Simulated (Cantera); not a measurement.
A perfectly stirred reactor is fed with 19.2 % C2H6, 80.8 % N2, at 0.0263 atm; it is held at 1898 K, and followed from long to short residence time.

Cantera simulation using GRI-Mech 3.0 (53 species, 325 reactions); the numbers are that mechanism's predictions, not measurements. GRI-Mech 3.0 stops at C3 and has no aromatics, soot or wall deposition, so with more carbon than oxygen in the feed, carbon stays in small species such as C2H2 where larger ones or solid carbon would form. Radical loss at walls, strong at low pressure, is not modelled.

x: mole fraction; the columns are a selection and need not sum to one.

```csv
τ (s),x C2H6,x HCN,x CH2,x C2H2,x H,x C2H4
0.34,2.38e-5,0.000276,1.15e-5,0.135,0.00229,0.000159
0.21,3.84e-5,0.000212,1.42e-5,0.134,0.00231,0.000245
0.13,6.18e-5,0.000164,1.75e-5,0.133,0.00234,0.000379
0.079,?,?,?,0.131,0.00238,?
0.049,0.000161,9.78e-5,2.66e-5,0.129,0.00243,0.000914
0.030,0.000260,7.56e-5,3.26e-5,0.127,0.00249,0.00141
0.018,0.000427,5.79e-5,4.01e-5,0.124,0.00257,0.00219
0.011,?,?,?,0.120,0.00265,?
0.0069,0.00108,3.51e-5,5.82e-5,0.116,0.00273,0.00488
0.0042,0.00174,2.71e-5,7.01e-5,0.110,0.00282,0.00723
0.0026,0.00275,2.11e-5,8.35e-5,0.103,0.00289,0.0104
```

**Question.** Some entries are withheld; supply them.

**Answer.** 
- 0.079, x C2H6: 0.000101
- 0.079, x HCN: 0.000126
- 0.079, x CH2: 2.17e-5
- 0.079, x C2H4: 0.000596
- 0.011, x C2H6: 0.000687
- 0.011, x HCN: 4.47e-5
- 0.011, x CH2: 4.86e-5
- 0.011, x C2H4: 0.00333
